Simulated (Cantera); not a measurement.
Gas mixture: 100 % O2, at 0.0810 bar, frozen composition.

Cantera's kinetic-theory transport with the Lennard-Jones parameters of GRI-Mech 3.0, ideal gas; thermal conductivity in the mixture-averaged form.

D: mixture-averaged diffusion coefficient of that species in the mixture.

| T (K) | ρ (kg/m³) | cp (J/kg/K) | μ (µPa s) | λ (mW/m/K) | Pr | D (cm²/s) H2O | D (cm²/s) NO | D (cm²/s) CH4 |
|---|---|---|---|---|---|---|---|---|
| 400 | 0.0779 | 941.4 | 25.6 | ? | 0.713 | 5.00 | 4.24 | 4.71 |
| 600 | 0.0520 | 1003 | 34.1 | ? | 0.709 | 10.7 | 8.49 | 9.51 |
| 800 | 0.0390 | 1055 | 41.4 | ? | 0.710 | 17.9 | 13.8 | 15.5 |
| 1000 | 0.0312 | 1090 | 47.9 | ? | 0.710 | 26.5 | 20.0 | 22.5 |
| 1200 | 0.0260 | 1114 | 54.0 | ? | 0.708 | 36.3 | 27.1 | 30.6 |
| 1400 | 0.0223 | 1134 | 59.7 | ? | 0.707 | 47.3 | 35.0 | 39.5 |
| 1600 | 0.0195 | 1151 | 65.1 | ? | 0.707 | 59.4 | 43.7 | 49.3 |

Problem. What belongs in the gaps?

Solution. 
- 400, λ (mW/m/K): 33.9
- 600, λ (mW/m/K): 48.2
- 800, λ (mW/m/K): 61.4
- 1000, λ (mW/m/K): 73.6
- 1200, λ (mW/m/K): 84.9
- 1400, λ (mW/m/K): 95.7
- 1600, λ (mW/m/K): 106
